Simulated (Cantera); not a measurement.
What does this Cantera script print?

```python
import numpy as np
import cantera as ct

gas_names = """
    NO NO2 P4
""".split()
cond_names = """
    P4O10(s)
""".split()


# ... load() reads the species with a 1 bar reference pressure and builds the phases ...
species = {s.name: s for s in load("nasa_gas.yaml", gas_names) + load("nasa_condensed.yaml", cond_names)}
# Each term lists the table entries of one substance; the one whose range holds T is used.
reactions = {
    'P4O10 + 10 NO(g) = 10 NO2(g) + P4(g)':
        [(-1, ['P4O10(s)']), (-10, ['NO']), (10, ['NO2']), (1, ['P4'])],
}


def pick(names, T):
    return next(species[n] for n in names if species[n].thermo.min_temp <= T <= species[n].thermo.max_temp)


results = []
for label, terms in reactions.items():
    print(label)
    print("     T/K   dH/kJ  dS/(J/K)   dG/kJ   log10 K")
    for T in [300, 450, 475, 500, 525, 550, 575, 600, 625]:
        used = [(nu, pick(names, T)) for nu, names in terms]
        dH = sum(nu * s.thermo.h(T) for nu, s in used) / 1e6
        dS = sum(nu * s.thermo.s(T) for nu, s in used) / 1e3
        dG = dH - T * dS / 1e3
        logK = -dG * 1e6 / (ct.gas_constant * T * np.log(10))
        results.append((label, T, dH, dS, dG, logK, [s.name for _, s in used]))
        print(f"{T:8g} {dH:8.1f} {dS:8.1f} {dG:8.1f} {logK:8.2f}")
```

It prints:

```
P4O10 + 10 NO(g) = 10 NO2(g) + P4(g)
     T/K   dH/kJ  dS/(J/K)   dG/kJ   log10 K
     300   2498.0    345.0   2394.5  -416.92
     450   2486.1    313.0   2345.3  -272.22
     475   2483.9    308.3   2337.5  -257.04
     500   2481.6    303.6   2329.8  -243.39
     525   2479.3    299.0   2322.3  -231.05
     550   2476.9    294.5   2314.9  -219.85
     575   2474.3    290.0   2307.6  -209.62
     600   2471.7    285.6   2300.4  -200.26
     625   2469.1    281.2   2293.3  -191.66
```

Cantera with NASA thermochemical tables; ideal gases at 1 bar, condensed phases pure. Condensed species are held in their standard states even where they would react or evaporate.
